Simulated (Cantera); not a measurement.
A perfectly stirred reactor is fed with H2 : O2 : N2 = 0.1 : 1 : 0.85 (molar parts), equivalence ratio 0.050, at 4.13 Torr; it is held at 1400 K, and followed from long to short residence time.

Detailed kinetics in Cantera: GRI-Mech 3.0 (53 species, 325 reactions). Radical loss at walls, strong at low pressure, is not modelled. The temperature is held fixed by assumption; the heat of reaction is taken as removed at once.

One state of this run: x H2 = 0.00124; x O2 = 0.479; x NO = 7.06e-7; x O = 0.0247; x HO2 = 5.60e-7; x NO2 = 6.12e-12; x OH = 0.00500. x: mole fraction; the columns are a selection and need not sum to one.

Problem. Which value of τ (s) does it belong to?
A. 5.2
B. 2.3
C. 0.20
D. 0.039

Solution. C, 0.20
